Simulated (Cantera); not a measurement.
An adiabatic, constant-pressure homogeneous reactor starts with CO : H2 : O2 : N2 = 1 : 0.29 : 0.358 : 1.35 (molar parts), equivalence ratio 1.8, at 1625 K and 18.8 atm. Integrator tolerance rtol = 1e-08.

Detailed kinetics in Cantera: GRI-Mech 3.0 (53 species, 325 reactions). The hydrogen kinetics of GRI-Mech 3.0 are dated; newer H2 mechanisms differ, most at raised pressure. The pressure lies above the range GRI-Mech 3.0 was tuned for (to about 10 atm). Above 3000 K some thermodynamic fits are extrapolated.

Problem. What does this change do: CO 1 to 0.73 parts?

Solution. 
```json
[
 {"quantity": "time of steepest temperature rise", "before": "0.869 µs", "after": "0.804 µs"},
 {"quantity": "temperature at 0.400 s", "before": "3084 K", "after": "3100 K"},
 {"quantity": "equilibrium temperature", "before": "3084 K", "after": "3100 K"},
 {"quantity": "x(CO) at 0.400 s", "before": "0.219 (gas-phase equilibrium 0.219)", "after": "0.152 (gas-phase equilibrium 0.152)"},
 {"quantity": "x(H2) at 0.400 s", "before": "0.0159 (gas-phase equilibrium 0.0159)", "after": "0.0130 (gas-phase equilibrium 0.0130)"},
 {"quantity": "x(O2) at 0.400 s", "before": "0.00513 (gas-phase equilibrium 0.00513)", "after": "0.0110 (gas-phase equilibrium 0.0110)"},
 {"quantity": "x(OH) at 0.400 s", "before": "0.0110 (gas-phase equilibrium 0.0110)", "after": "0.0147 (gas-phase equilibrium 0.0147)"},
 {"quantity": "x(NO) at 0.400 s", "before": "0.00658 (gas-phase equilibrium 0.00658)", "after": "0.0103 (gas-phase equilibrium 0.0103)"}
]
```

Problem. What does this change do: initial temperature 1625 to 1550 K?

Solution. 
```json
[
 {"quantity": "time of steepest temperature rise", "before": "0.869 µs", "after": "1.15 µs"},
 {"quantity": "temperature at 0.400 s", "before": "3084 K", "after": "3050 K"},
 {"quantity": "equilibrium temperature", "before": "3084 K", "after": "3050 K"},
 {"quantity": "x(CO) at 0.400 s", "before": "0.219 (gas-phase equilibrium 0.219)", "after": "0.217 (gas-phase equilibrium 0.217)"},
 {"quantity": "x(H2) at 0.400 s", "before": "0.0159 (gas-phase equilibrium 0.0159)", "after": "0.0157 (gas-phase equilibrium 0.0157)"},
 {"quantity": "x(O2) at 0.400 s", "before": "0.00513 (gas-phase equilibrium 0.00513)", "after": "0.00431 (gas-phase equilibrium 0.00431)"},
 {"quantity": "x(OH) at 0.400 s", "before": "0.0110 (gas-phase equilibrium 0.0110)", "after": "0.00985 (gas-phase equilibrium 0.00985)"},
 {"quantity": "x(NO) at 0.400 s", "before": "0.00658 (gas-phase equilibrium 0.00658)", "after": "0.00580 (gas-phase equilibrium 0.00580)"}
]
```
